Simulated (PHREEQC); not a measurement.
# Brine: speciation

Dissolve 5.1 mol HCl and 0.3 mol KCl per kg of water at 87 °C. Closed to the air; pH follows from the charge balance.

Equilibrium calculation in PHREEQC: Pitzer model, pitzer.dat.

No solid was allowed to form.

### Question
Predict the pH.

### Answer
pH -1.58.

Complexes and solids missing from the database can't appear. In brines, pH and single-ion activities rest on the MacInnes convention. Away from 25 °C the constants follow the database's enthalpies or fits; those with neither stay at their 25 °C values.
